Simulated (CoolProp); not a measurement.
Vapour-liquid equilibrium of diethyl ether (1) + n-hexane (2) at 331.8 K; x and y are mole fractions of (1).

Values from CoolProp's multi-fluid Helmholtz-energy mixture model, Thol 2014 and Thol 2019; pair parameters Bell 2016.

Problem. Give the bubble pressure and the first vapour's composition at x = 0.2, 0.35, 0.5. Is there an azeotrope?

Solution. x = 0.2: 0.1092 MPa, y = 0.447; x = 0.35: 0.1320 MPa, y = 0.615; x = 0.5: 0.1532 MPa, y = 0.735. No azeotrope shows between x = 0.05 and 0.95.

Pair parameters are fitted to limited data, so mixtures are less certain than the pure fluids.
